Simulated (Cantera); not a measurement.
Input: 1 mol Si, 0.043 mol H2O, 3.9 mol N2, 0.0046 mol Cl2, held at 66.0 Pa.

These are equilibrium values from Cantera (NASA tables, ideal gas, pure condensed phases), not measurements of a reactor. Candidate condensed phases: H2O, NH4Cl, Si, SiO2, Si2N2O, Si3N4; 47 gas species. Mutual solubility and eutectic melting of coexisting phases are not modelled. The tables' values for SiCl, SiN are old estimates; treat these amounts as uncertain. Rates play no part.

x: gas mole fraction; n: condensed amount in mol.

```json
[
 {"T (K)": "1523", "x N2": "0.984", "x Si": "6.42e-6", "x SiO": "0.00110", "x H2": "0.0119", "x H": "9.81e-5", "x HCl": "0.00216", "x Si2": "2.27e-9", "n Si2N2O(s)": "0.0394", "n Si3N4(s)": "0.306", "n Si(s)": "0", "n Si(l)": "0"},
 {"T (K)": "1573", "x N2": "0.981", "x Si": "3.63e-5", "x SiO": "0.00469", "x H2": "0.0119", "x H": "0.000173", "x HCl": "0.00187", "x Si2": "3.32e-8", "n Si2N2O(s)": "0.0274", "n Si3N4(s)": "0.309", "n Si(s)": "0", "n Si(l)": "0"},
 {"T (K)": "1623", "x N2": "0.973", "x Si": "0.000185", "x SiO": "0.0128", "x H2": "0.0119", "x H": "0.000293", "x HCl": "0.00157", "x Si2": "4.14e-7", "n Si2N2O(s)": "0", "n Si3N4(s)": "0.318", "n Si(s)": "0", "n Si(l)": "0"},
 {"T (K)": "1673", "x N2": "0.976", "x Si": "0.000633", "x SiO": "0.0108", "x H2": "0.00995", "x H": "0.000442", "x HCl": "0.00119", "x Si2": "2.44e-6", "n Si2N2O(s)": "0", "n Si3N4(s)": "0", "n Si(s)": "0.952", "n Si(l)": "0"},
 {"T (K)": "1723", "x N2": "0.975", "x Si": "[?]", "x SiO": "0.0108", "x H2": "0.00981", "x H": "[?]", "x HCl": "0.00118", "x Si2": "[?]", "n Si2N2O(s)": "0", "n Si3N4(s)": "0", "n Si(s)": "0", "n Si(l)": "0.948"},
 {"T (K)": "1773", "x N2": "0.973", "x Si": "0.00323", "x SiO": "0.0107", "x H2": "0.00960", "x H": "0.00108", "x HCl": "0.00117", "x Si2": "1.80e-5", "n Si2N2O(s)": "0", "n Si3N4(s)": "0", "n Si(s)": "0", "n Si(l)": "0.941"},
 {"T (K)": "1823", "x N2": "0.970", "x Si": "0.00670", "x SiO": "0.0107", "x H2": "0.00930", "x H": "0.00163", "x HCl": "0.00114", "x Si2": "4.33e-5", "n Si2N2O(s)": "0", "n Si3N4(s)": "0", "n Si(s)": "0", "n Si(l)": "0.926"},
 {"T (K)": "1873", "x N2": "0.962", "x Si": "[?]", "x SiO": "0.0106", "x H2": "0.00887", "x H": "[?]", "x HCl": "0.00108", "x Si2": "[?]", "n Si2N2O(s)": "0", "n Si3N4(s)": "0", "n Si(s)": "0", "n Si(l)": "0.897"},
 {"T (K)": "1923", "x N2": "0.949", "x Si": "0.0257", "x SiO": "0.0105", "x H2": "0.00828", "x H": "0.00334", "x HCl": "0.000995", "x Si2": "0.000220", "n Si2N2O(s)": "0", "n Si3N4(s)": "0", "n Si(s)": "0", "n Si(l)": "0.843"},
 {"T (K)": "1973", "x N2": "0.927", "x Si": "0.0478", "x SiO": "0.0102", "x H2": "0.00748", "x H": "0.00454", "x HCl": "0.000871", "x Si2": "0.000464", "n Si2N2O(s)": "0", "n Si3N4(s)": "0", "n Si(s)": "0", "n Si(l)": "0.742"},
 {"T (K)": "2023", "x N2": "0.887", "x Si": "0.0862", "x SiO": "0.00979", "x H2": "0.00642", "x H": "0.00592", "x HCl": "0.000712", "x Si2": "0.000944", "n Si2N2O(s)": "0", "n Si3N4(s)": "0", "n Si(s)": "0", "n Si(l)": "0.556"}
]
```

### Question
What belongs in the gaps?

### Answer

- 1873, x Si: 0.0134
- 1873, x H: 0.00237
- 1873, x Si2: 9.97e-5
- 1723, x Si: 0.00149
- 1723, x H: 0.000703
- 1723, x Si2: 7.06e-6
